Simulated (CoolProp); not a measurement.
Vapour-liquid equilibrium of n-perfluorobutane (1) + R365MFC (2) at 251.3 K; x and y are mole fractions of (1).

The numbers come from the multi-fluid Helmholtz-energy mixture model, Gao 2022 and Lemmon 2016; pair parameters Bell 2016 in CoolProp.

Give the bubble pressure and the first vapour's composition at x = 0.5, 0.725, 0.95. Is there an azeotrope?

x = 0.5: 37.36 kPa, y = 0.875; x = 0.725: 38.87 kPa, y = 0.892; x = 0.95: 41.71 kPa, y = 0.966. No azeotrope shows between x = 0.05 and 0.95.

Pair parameters are fitted to limited data, so mixtures are less certain than the pure fluids. With so large a gap from Raoult's law the liquid may split in two, which this calculation doesn't test in full.
